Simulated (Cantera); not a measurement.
A Cantera script and what it prints.

```python
import numpy as np
import cantera as ct

gas_names = """
    B BF BF2 BF3 BH BHF2 BH2 BH3 BN B2 F F2 H HF H2 H2F2 H3F3 H4F4 H5F5 H6F6 H7F7 N NF NF2 NF3 NH NH2
    NH3 N2 N2H2 N2H4
""".split()
cond_names = """
    B(b) B(L) BN(s)
""".split()


def load(file, names, dense=False):
    # The tables refer to 1 bar. Condensed volumes are neglected.
    table = {s.name: s for s in ct.Species.list_from_file(file)}
    out = []
    for n in names:
        d = dict(table[n].input_data)
        d["thermo"] = dict(d["thermo"], **{"reference-pressure": 1e5})
        if dense:
            d["equation-of-state"] = {"model": "constant-volume", "density": "1e6 g/cm^3"}
        out.append(ct.Species.from_dict(d))
    return out


gas = ct.Solution(thermo="ideal-gas", species=load("nasa_gas.yaml", gas_names))
cond = {s.name: ct.Solution(thermo="fixed-stoichiometry", species=[s], name=s.name)
        for s in load("nasa_condensed.yaml", cond_names, dense=True)}
atoms = {
    'BN': {'B': 1, 'N': 1},
    'F2': {'F': 2},
    'H2': {'H': 2},
}
top_T = {'BN(s)': 3200}  # K; cautious upper limits of use, not melting points


def equilibrate(T, P, feed):
    n = {}
    for name, mol in feed.items():
        for a, k in atoms[name].items():
            n[a] = n.get(a, 0.0) + k * mol
    gas.TPX = T, P, n
    mass = sum(n.values()) * gas.mean_molecular_weight
    gas.equilibrate("TP")
    valid = [c for c in cond.values() if c.min_temp <= T <= top_T.get(c.name, c.max_temp)]
    mix = ct.Mixture([(gas, mass / gas.mean_molecular_weight)] + [(c, 0.0) for c in valid])
    mix.T, mix.P = T, P
    mix.equilibrate("TP", solver="vcs", rtol=1e-11, max_steps=5000)
    return mix


results = []
feed = {'BN': 1, 'F2': 6.1, 'H2': 4.7}  # mol
T = 925  # K
P = 1333.22  # Pa
mix = equilibrate(T, P, feed)
results.append((T, P, feed, dict(zip(mix.species_names, mix.species_moles))))
print(gas.report(threshold=1e-06))
for i in range(1, mix.n_phases):
    print(f"{mix.phase(i).name:16s} {mix.phase_moles(i):12.5e} mol")
```

It prints:

```
       temperature   925 K
          pressure   1333.2 Pa
           density   0.0042707 kg/m^3
  mean mol. weight   24.636 kg/kmol
   phase of matter   gas

                          1 kg             1 kmol
                     ---------------   ---------------
          enthalpy       -1.2858e+07       -3.1678e+08  J
   internal energy       -1.3171e+07       -3.2447e+08  J
           entropy             10508        2.5887e+05  J/K
    Gibbs function       -2.2578e+07       -5.5624e+08  J
 heat capacity c_p            1386.8             34166  J/K
 heat capacity c_v            1049.3             25852  J/K

                      mass frac. Y      mole frac. X     chem. pot. / RT
                     ---------------   ---------------   ---------------
               BF3           0.25484          0.092593           -188.24
                HF           0.69176           0.85185           -62.413
                H2        0.00075769         0.0092593           -26.315
                N2          0.052644          0.046296           -32.055
     [  +27 minor]        8.2731e-07        5.1065e-07

B(b)              0.00000e+00 mol
BN(s)             0.00000e+00 mol
```

Equilibrium computed with Cantera from the NASA thermochemical tables; the gas is ideal and each condensed phase is pure.
